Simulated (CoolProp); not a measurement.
Vapour-liquid equilibrium of ethanol (1) + dimethyl carbonate (2) at 0.231 MPa; x and y are mole fractions of (1).

The numbers come from the multi-fluid Helmholtz-energy mixture model, Schroeder 2014 and Zhou 2011; pair parameters Bell 2016 in CoolProp.

Give the bubble temperature and the first vapour's composition at x = 0.35, 0.65, 0.95. Is there an azeotrope?

x = 0.35: 101.2 °C, y = 0.542; x = 0.65: 98.5 °C, y = 0.691; x = 0.95: 99.8 °C, y = 0.921. y crosses x between x = 0.65 and 0.8: the model has an azeotrope there.

The pair parameters rest on a limited set of measurements; away from them the model extrapolates.
